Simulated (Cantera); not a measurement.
Input (Python, Cantera) and output of one run.

```python
import numpy as np
import cantera as ct

gas_names = """
    H2 CrO3 H2O
""".split()
cond_names = """
    Cr(cr) Cr(L)
""".split()


# ... load() reads the species with a 1 bar reference pressure and builds the phases ...
species = {s.name: s for s in load("nasa_gas.yaml", gas_names) + load("nasa_condensed.yaml", cond_names)}
# Each term lists the table entries of one substance; the one whose range holds T is used.
reactions = {
    '3 H2(g) + CrO3(g) = Cr + 3 H2O(g)':
        [(-3, ['H2']), (-1, ['CrO3']), (1, ['Cr(cr)', 'Cr(L)']), (3, ['H2O'])],
}


def pick(names, T):
    return next(species[n] for n in names if species[n].thermo.min_temp <= T <= species[n].thermo.max_temp)


results = []
for label, terms in reactions.items():
    print(label)
    print("     T/K   dH/kJ  dS/(J/K)   dG/kJ   log10 K")
    for T in [725, 925, 1125, 1325, 1525, 1725, 1925, 2125, 2325, 2525, 2725]:
        used = [(nu, pick(names, T)) for nu, names in terms]
        dH = sum(nu * s.thermo.h(T) for nu, s in used) / 1e6
        dS = sum(nu * s.thermo.s(T) for nu, s in used) / 1e3
        dG = dH - T * dS / 1e3
        logK = -dG * 1e6 / (ct.gas_constant * T * np.log(10))
        results.append((label, T, dH, dS, dG, logK, [s.name for _, s in used]))
        print(f"{T:8g} {dH:8.1f} {dS:8.1f} {dG:8.1f} {logK:8.2f}")
```

Output:

```
3 H2(g) + CrO3(g) = Cr + 3 H2O(g)
     T/K   dH/kJ  dS/(J/K)   dG/kJ   log10 K
     725   -442.5    -88.5   -378.3    27.25
     925   -446.3    -93.2   -360.1    20.33
    1125   -448.8    -95.7   -341.1    15.84
    1325   -449.9    -96.6   -321.9    12.69
    1525   -449.4    -96.3   -302.6    10.36
    1725   -447.5    -95.1   -283.4     8.58
    1925   -444.2    -93.3   -264.6     7.18
    2125   -439.5    -91.0   -246.1     6.05
    2325   -416.6    -80.3   -229.9     5.17
    2525   -413.9    -79.2   -214.0     4.43
    2725   -411.0    -78.1   -198.2     3.80
```

Standard-state values (1 bar) from the NASA 1993 polynomials, evaluated with Cantera. Condensed species are held in their standard states even where they would react or evaporate.
